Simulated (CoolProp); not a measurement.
Sulfur dioxide along the isotherm 96.15 °C: density (kg/m³) from the reference equation and from simpler models built on Tc = 157.5 °C, pc = 7.887 MPa, ω = 0.256; each cubic takes its own stable root.

Values from CoolProp's reference Helmholtz-energy equation of state, Gao 2016.

```
p (MPa)   phase  reference
-------  ------  ---------
1.18        gas      27.25
2.37        gas      63.31
3.55     liquid       1136
4.73     liquid       1144
5.91     liquid       1151
7.1      liquid       1157
8.28     liquid       1164
9.46     liquid       1170
10.6     liquid       1175
11.8     liquid       1181
```

Problem. How far does each simpler model (Redlich-Kwong, Soave-Redlich-Kwong) lie from the reference over these 10 states: mean and median of the absolute difference, and the worst?

Solution. 
- Redlich-Kwong: mean 13.5 %, median 15.6 %, worst -17.8 % at 96.15 °C and 3.55 MPa
- Soave-Redlich-Kwong: mean 10.3 %, median 12.2 %, worst -13.2 % at 96.15 °C and 3.55 MPa
